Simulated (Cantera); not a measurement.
Input: 1 mol HCl, 4.9 mol H2, a varied amount of O2, held at 2225 K and 28500 Torr.

Method: chemical equilibrium by Gibbs-energy minimisation in Cantera with the NASA 1993 tables (ideal gas, pure condensed phases). Candidate condensed phases: H2O; 14 gas species. The ideal-gas law is rough above about 30 bar. The numbers say what is thermodynamically allowed, not how fast it happens.

x: gas mole fraction; nothing condenses.

| n(O2) (mol) | x H2O | x H2 | x HCl | x O2 | x OH |
|---|---|---|---|---|---|
| 0.23 | 0.0779 | 0.752 | 0.169 | 5.01e-10 | (withheld) |
| 0.45 | 0.152 | 0.677 | 0.169 | 2.36e-9 | (withheld) |
| 0.67 | 0.227 | 0.603 | 0.169 | 6.61e-9 | (withheld) |
| 0.89 | 0.301 | 0.528 | 0.169 | 1.52e-8 | (withheld) |
| 1.1 | 0.373 | 0.457 | 0.169 | 3.10e-8 | (withheld) |
| 1.3 | 0.440 | 0.389 | 0.169 | 5.96e-8 | (withheld) |
| 1.6 | 0.542 | 0.288 | 0.169 | 1.65e-7 | (withheld) |
| 1.8 | 0.610 | 0.220 | 0.169 | 3.58e-7 | (withheld) |
| 2 | 0.677 | 0.153 | 0.169 | 9.20e-7 | (withheld) |
| 2.2 | 0.745 | 0.0850 | 0.169 | 3.59e-6 | (withheld) |
| 2.4 | 0.812 | 0.0180 | 0.168 | 9.47e-5 | (withheld) |
| 2.6 | 0.807 | 0.00114 | 0.161 | 0.0233 | (withheld) |
| 2.9 | 0.769 | 0.000636 | 0.152 | 0.0683 | (withheld) |

**Question.** What belongs in the gaps?

**Answer.** 
- 0.23, x OH: 1.37e-5
- 0.45, x OH: 2.82e-5
- 0.67, x OH: 4.45e-5
- 0.89, x OH: 6.31e-5
- 1.1, x OH: 8.39e-5
- 1.3, x OH: 0.000107
- 1.6, x OH: 0.000154
- 1.8, x OH: 0.000198
- 2, x OH: 0.000264
- 2.2, x OH: 0.000389
- 2.4, x OH: 0.000920
- 2.6, x OH: 0.00363
- 2.9, x OH: 0.00464
